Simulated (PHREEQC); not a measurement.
KOH is added in steps, without added water, to 1 kg of water holding 0.14 mol/kgw H3PO4, 0.00023 mol/kgw NaF and 0.0025 mol/kgw KCl, at 25 °C. Oxygen alone is held at its pressure in air (log pO2 = -0.68). The system is closed to CO2. Nothing may precipitate in this run.

Base run: PHREEQC, ion-association model, wateq4f.dat. Each further column changes one thing. The table gives pH.

```csv
KOH added (mol),base,0.21 mol/kgw HBr added,H3PO4 from 0.14 to 0.126 mol/kgw,temperature from 25 to 30 °C,solids may form
0,1.56,0.76,1.59,1.57,1.56
0.0225,1.74,0.81,1.78,1.76,1.74
0.045,1.94,0.86,1.99,1.95,1.94
0.09,2.38,0.98,2.52,2.40,2.38
0.1125,2.71,1.06,3.02,2.73,2.71
0.135,3.51,1.14,5.70,3.53,3.51
0.1575,5.94,1.24,6.30,5.93,5.94
0.2025,6.64,1.50,6.92,6.63,6.64
0.225,6.91,1.66,7.28,6.89,6.91
0.2475,7.22,1.83,8.13,7.21,7.22
0.27,7.80,2.03,10.79,7.79,7.80
0.315,11.05,2.54,11.48,11.00,11.05
0.3375,11.34,3.05,11.72,11.28,11.34
0.36,11.57,5.56,11.96,11.50,11.57
```

H3PO4, which wateq4f.dat lacks, is added to it with the constant of phreeqc.dat. Solids allowed in the column 'solids may form': Halite.
